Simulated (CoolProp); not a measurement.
Aqueous lithium chloride as a coolant, 11 % by mass, freezing at -14.0 °C, 1 atm.

Computed with CoolProp (Melinder's fits for secondary coolants).

| T (°C) | density (kg/m³) | viscosity (mPa s) | cp (kJ/(kg K)) | conductivity (W/(m K)) |
|---|---|---|---|---|
| -7 | 1066 | 3.17 | 3.563 | 0.530 |
| 1.2 | 1065 | 2.41 | 3.581 | 0.543 |
| 9.4 | 1064 | 1.90 | 3.599 | 0.555 |
| 17.6 | 1062 | 1.55 | 3.618 | 0.568 |
| 25.9 | 1060 | 1.29 | 3.638 | 0.580 |
| 34.1 | 1058 | 1.08 | 3.657 | 0.592 |
